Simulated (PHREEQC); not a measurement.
0.016 g of hydrous ferric oxide (600 m²/g; 0.2 weak and 0.005 strong sites per Fe, Dzombak-Morel constants, diffuse double layer) in 1 kg of water with 0.3 mol/kgw of an inert sodium salt and 0.089 mmol/kgw PbCl2, at 25 °C; the pH is set by adding NaOH or the inert anion's acid. O2 is buffered at 0.21 atm. The system is closed to CO2. Nothing may precipitate in this run.

Equilibrium calculation in PHREEQC: ion-association model, wateq4f.dat.

```
pH    Pb sorbed (%)  surface charge σ (C/m²)  surface potential ψ (mV)
----  -------------  -----------------------  ------------------------
3               0.1                    0.368                       126
3.5             0.4                    0.363                       125
4.5             1.1                    0.319                       118
5               ___                    0.272                       ___
6               ___                    0.208                        97
6.5            26.4                      ___                       102
7.5            33.5                    0.251                       106
8               ___                    0.240                       104
9              29.7                    0.164                        86
9.5            27.2                    0.118                       ___
10.5            ___                    0.035                        27
11             20.0                   -0.010                        -8
```

Q: What belongs in the gaps?

A: 
- 5, Pb sorbed (%): 1.7
- 5, surface potential ψ (mV): 110
- 6, Pb sorbed (%): 16.8
- 6.5, surface charge σ (C/m²): 0.228
- 8, Pb sorbed (%): 33.6
- 9.5, surface potential ψ (mV): 70
- 10.5, Pb sorbed (%): 22.6

Species that the database lacks are ignored. The oxide is taken as insoluble; below pH 4 it would dissolve.
